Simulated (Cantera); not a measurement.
Feed: 1 mol V2O3, 2.2 mol H2, 2.4 mol H2O, equilibrated at 2173 K and 13300 Pa.

Equilibrium computed with Cantera from the NASA thermochemical tables; the gas is ideal and each condensed phase is pure. Candidate condensed phases: H2O, V, VO, V2O3, V2O4, V2O5; 12 gas species. Condensed phases not in the tables: the oxides between V2O3 and V2O5 other than VO2. Kinetics and transport are ignored.

Base state: H2O 0.512, H2 0.472, H 0.00908, VO2 0.00536, OH 0.00132, VO 3.54e-5, O 1.78e-5 (mole fractions); condensed: V2O3(s).

Problem. What changes in the equilibrium state with this change: temperature from 2173 K to 1498 K?

Solution. 
```tsv
species	before	after
H2O	0.512	0.522
H2	0.472	0.478
H	0.00908	3.25e-5
VO2	0.00536	4.76e-8
VO	3.54e-5	<1e-9
O	1.78e-5	<1e-9
OH	0.00132	1.01e-6
V2O3(s), mol	0.987	1.00
```
